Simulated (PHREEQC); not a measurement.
Model water analysis in mg/L, 25 °C, pH 6.63, pe 12.2: Na 13.8; K 26.6; Ca 6.57; Mg 5.22; Cl 4.2; S(6) as SO4 80.4; Alkalinity as HCO3 18.1; Si as SiO2 1.25.

Valence states are taken as typed.

All values are PHREEQC results (ion-association model, phreeqc.dat), not measurements.

This is a speciation only: nothing precipitates in the calculation.

**Question.** Order these Mg species by the share of Mg that they hold, largest first: Mg+2, MgHCO3+, MgSO4.

**Answer.** Mg+2 (89 %), MgSO4 (10 %), MgHCO3+ (0.24 %)

The pH is 6.63 and the ionic strength 0.00313 mol/kgw.
